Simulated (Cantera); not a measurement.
Input: 1 mol KCl, 1.2 mol HF, 8 mol N2, at 948 K and 0.00280 bar.

Equilibrium computed with Cantera from the NASA thermochemical tables; the gas is ideal and each condensed phase is pure. Candidate condensed phases: K, KCl, KF, KHF2, NH4Cl; 33 gas species. Kinetics and transport are ignored.

Q: What is the equilibrium state?

A: 
| Quantity | Result |
|---|---|
| x(N2) | 0.855 |
| x(HF) | 0.128 |
| x(KCl) | 0.0119 |
| x(K2Cl2) | 0.00410 |
| x(HCl) | 0.000569 |
| x(KF) | 0.000491 |
| x(K2F2) | 3.88e-5 |
| n(KCl(s)) | 0.807 mol |
| gas amount | 9.354 mol |
| log10 activity of KF(s) (absent) | -0.51 |
| log10 activity of KHF2(l) (absent) | -4.90 |
| log10 activity of K(l) (absent) | -12.88 |
